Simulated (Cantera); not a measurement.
# Ignition delay

Mixture: CH4 : H2 : O2 : N2 : H2O = 1 : 0.095 : 3.72 : 14 : 0.22 (molar parts), at 1000000 Pa, adiabatic and at constant pressure. Ignition delay is the time to a rise of 400 K.

Detailed kinetics in Cantera: GRI-Mech 3.0 (53 species, 325 reactions).

| T0 (K) | delay (ms) |
|---|---|
| 1225 | 1.15 |
| 1300 | 0.569 |
| 1375 | 0.292 |
| 1450 | 0.154 |
| 1525 | 0.0837 |
| 1600 | 0.0473 |

```yaml
apparent activation energy between 1450 and 1600 K: 150 kJ/mol
```
